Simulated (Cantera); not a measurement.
Equilibrium for silicon nitride deposition: SiCl4 + NH3 + N2

Charge: 1 mol SiCl4, 0.21 mol NH3, 3.2 mol N2, equilibrated at 2023 K and 0.233 Torr.

Equilibrium computed with Cantera from the NASA thermochemical tables; the gas is ideal and each condensed phase is pure. Candidate condensed phases: NH4Cl, Si, Si3N4; 28 gas species. The tables' values for SiCl, SiCl3 are old estimates; treat these amounts as uncertain. Equilibrium is a limit: real reactors are often held back by kinetics, nucleation or transport.

```json
{
 "x(N2)": "0.520",
 "x(Cl)": "0.225",
 "x(SiCl2)": "0.152",
 "x(HCl)": "0.0933",
 "x(H)": "0.00359",
 "x(SiCl)": "0.00200",
 "x(SiCl3)": "0.00159",
 "x(Si)": "0.00152",
 "x(H2)": "0.00111",
 "gas_amount": "6.356 mol",
 "log10 activity of Si(l) (absent)": "-2.08"
}
```
